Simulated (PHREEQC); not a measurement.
A PHREEQC input (ion-association model, phreeqc.dat):

```
SOLUTION 1
  temp 25
  units mg/L
  pH 6.78 charge
  pe -1.1
  Na 0.376
  K 0.205
  Ca 1.62
  Mg 0.354
  Cl 1.09
  S(6) 0.255 as SO4
  Alkalinity 5.74 as HCO3
  Sr 0.0612
END
USE solution 1
EQUILIBRIUM_PHASES 1
  Quartz 0 0.5
  CO2(g) -3.4 10
END
```

It stops with these messages:

```
ERROR: pH adustment cannot attain charge balance when alkalinity is fixed.
ERROR: Program terminating due to input errors.
```

The fault: pH asked from the charge balance while alkalinity is fixed. The line should read `pH 6.78` where the input has `pH 6.78 charge`. With the mend the run ends at pH 7.18 and ionic strength 0.000190 mol/kgw.
